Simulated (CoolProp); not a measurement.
Values from CoolProp's reference Helmholtz-energy equation of state, Lemmon 2004. It is a short technical equation, of lower accuracy than the large ones.

Problem. For n-dodecane, give the phase and the speed of sound (m/s), Joule-Thomson coefficient (K/MPa), isothermal compressibility (1/MPa), viscosity (µPa s) at 346.85 °C and 0.568 MPa; 346.85 °C and 2.27 MPa.

Solution. 
- 346.85 °C and 0.568 MPa: gas; speed of sound 145, Joule-Thomson coefficient 14.0, isothermal compressibility 2.18, viscosity 9.64
- 346.85 °C and 2.27 MPa: liquid; speed of sound 283, Joule-Thomson coefficient 0.834, isothermal compressibility 0.0332, viscosity 70.1

Viscosity comes from a separate model (Huber 2004).
